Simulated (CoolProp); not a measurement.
Values from CoolProp's reference Helmholtz-energy equation of state, Lemmon 2006. It is a short technical equation, of lower accuracy than the large ones.

For acetone, give the phase and the cp (kJ/(kg K)), speed of sound (m/s), isothermal compressibility (1/MPa), expansivity (1/kK) at 276.85 °C and 733 kPa; 276.85 °C and 2930 kPa; 276.85 °C and 6600 kPa.


- 276.85 °C and 733 kPa: gas; cp 2.06, speed of sound 280, isothermal compressibility 1.43, expansivity 2.15
- 276.85 °C and 2930 kPa: gas; cp 2.37, speed of sound 243, isothermal compressibility 0.435, expansivity 3.80
- 276.85 °C and 6600 kPa: supercritical; cp 4.67, speed of sound 175, isothermal compressibility 0.384, expansivity 17.5
